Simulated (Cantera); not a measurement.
Input (Python, Cantera) and output of one run.

```python
import numpy as np
import cantera as ct

gas_names = """
    C CO CO2 C2 C2O C3 C3O2 C4 C5 Cu CuO Cu2 O O2 O3
""".split()
cond_names = """
    C(gr) Cu(cr) Cu(L) CuO(s) Cu2O(s) Cu2O(L)
""".split()


# ... load() reads the species with a 1 bar reference pressure and builds the phases ...
atoms = {
    'Cu2O': {'Cu': 2, 'O': 1},
    'CO': {'C': 1, 'O': 1},
}
top_T = {'C(gr)': 4500, 'CuO(s)': 1390}  # K; cautious upper limits of use, not melting points


# ... equilibrate(T, P, feed) seeds the gas with the atoms and calls Mixture.equilibrate('TP', solver="vcs", rtol=1e-11, max_steps=5000) ...
results = []
feed = {'Cu2O': 1, 'CO': 0.86}  # mol
P = 460  # Pa
for T in [1523, 1673, 1823, 1973, 2123, 2273, 2423, 2573]:
    mix = equilibrate(T, P, feed)
    results.append((T, P, feed, dict(zip(mix.species_names, mix.species_moles))))

top = {s: max(r[3][s] / sum(r[3][g] for g in gas_names) for r in results) for s in gas_names}
cols = sorted((s for s in top if top[s] > 1e-06), key=lambda s: -top[s])[:6]
seen = [c for c in cond_names if any(r[3].get(c, 0) > 1e-12 for r in results)]
print("log10 of partial pressures in bar; condensed amounts in mol")
print(f"{'T/K':>10s}" + "".join(f"{s[:9]:>10s}" for s in cols + seen))
for T, P, feed, n in results:
    ng = sum(n[g] for g in gas_names)
    print(f"{T:10.4g}" + "".join(f"{np.log10(max(n[s] / ng * P / 1e5, 1e-99)):10.3f}" for s in cols)
          + "".join(f"{n.get(c, 0):10.4g}" for c in seen))
```

It prints:

```
log10 of partial pressures in bar; condensed amounts in mol
       T/K       CO2        Cu        CO         O        O2       Cu2     Cu(L)   Cu2O(L)
      1523    -2.353    -4.919    -5.606    -7.168    -3.820    -8.263     1.834   0.08175
      1673    -2.384    -3.954    -4.953    -6.209    -3.465    -6.930     1.977         0
      1823    -2.453    -3.152    -4.286    -5.572    -3.502    -5.827      1.83         0
      1973    -2.909    -2.511    -3.983    -5.170    -3.808    -4.969         0         0
      2123    -2.974    -2.517    -3.602    -4.619    -3.662    -5.349         0         0
      2273    -3.091    -2.530    -3.336    -4.137    -3.529    -5.694         0         0
      2423    -3.273    -2.547    -3.162    -3.737    -3.455    -6.009         0         0
      2573    -3.525    -2.567    -3.061    -3.422    -3.470    -6.298         0         0
```

Method: chemical equilibrium by Gibbs-energy minimisation in Cantera with the NASA 1993 tables (ideal gas, pure condensed phases). Each liquid is taken as pure. Mutual solubility and eutectic melting of coexisting phases are not modelled.
